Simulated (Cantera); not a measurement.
A Cantera script and its output.

```python
import numpy as np
import cantera as ct

gas = ct.Solution("gri30.yaml")
gas.TPX = 1475, 100000, {'CO': 0.019, 'O2': 0.0083, 'H2O': 0.00018, 'N2': 1}
inlet = ct.Reservoir(gas, clone=True)

reactor = ct.IdealGasConstPressureReactor(gas, energy="off", clone=False)
exhaust = ct.Reservoir(gas, clone=True)
tau = [3.7, 1.9, 0.93, 0.46, 0.23, 0.12, 0.057, 0.029, 0.014, 0.0071][0]
for a, b in ((inlet, reactor), (reactor, exhaust)):
    ct.MassFlowController(a, b, mdot=lambda t: reactor.mass / tau)
net = ct.ReactorNet([reactor])
show = ['CO', 'O2', 'H2O', 'OH', 'N2O', 'NO', 'HO2']

rows = []
print(f"{'tau/s':>10s}{'T/K':>9s}" + "".join(f"{s:>11s}" for s in show))
for tau in [3.7, 1.9, 0.93, 0.46, 0.23, 0.12, 0.057, 0.029, 0.014, 0.0071]:
    net.initial_time = 0.0
    net.advance(30 * tau)
    before = gas.X
    net.advance(40 * tau)
    drift = np.max(np.abs(gas.X - before) / (gas.X + 1e-9))
    rows.append([gas.T, *gas[show].X, drift])
    print(f"{tau:10.3e}{gas.T:9.1f}" + "".join(f"{x:11.3e}" for x in gas[show].X))
```

Result:

```
     tau/s      T/K         CO         O2        H2O         OH        N2O         NO        HO2
 3.700e+00   1475.0  2.749e-03  1.867e-04  1.490e-04  9.953e-06  1.931e-07  1.428e-05  3.220e-08
 1.900e+00   1475.0  2.965e-03  2.876e-04  1.431e-04  1.248e-05  2.424e-07  1.509e-05  4.956e-08
 9.300e-01   1475.0  3.295e-03  4.412e-04  1.347e-04  1.562e-05  3.001e-07  1.534e-05  7.525e-08
 4.600e-01   1475.0  3.752e-03  6.506e-04  1.238e-04  1.908e-05  3.617e-07  1.514e-05  1.088e-07
 2.300e-01   1475.0  4.365e-03  9.264e-04  1.103e-04  2.264e-05  4.286e-07  1.468e-05  1.505e-07
 1.200e-01   1475.0  5.131e-03  1.263e-03  9.526e-05  2.581e-05  5.008e-07  1.404e-05  1.972e-07
 5.700e-02   1475.0  6.297e-03  1.763e-03  7.691e-05  2.867e-05  6.013e-07  1.291e-05  2.578e-07
 2.900e-02   1475.0  7.686e-03  2.346e-03  6.214e-05  3.017e-05  7.127e-07  1.122e-05  3.159e-07
 1.400e-02   1475.0  9.562e-03  3.136e-03  5.243e-05  3.081e-05  8.426e-07  8.481e-06  3.782e-07
 7.100e-03   1475.0  1.159e-02  4.032e-03  5.220e-05  3.119e-05  9.382e-07  5.424e-06  4.367e-07
```

Cantera simulation using GRI-Mech 3.0 (53 species, 325 reactions); the numbers are that mechanism's predictions, not measurements.
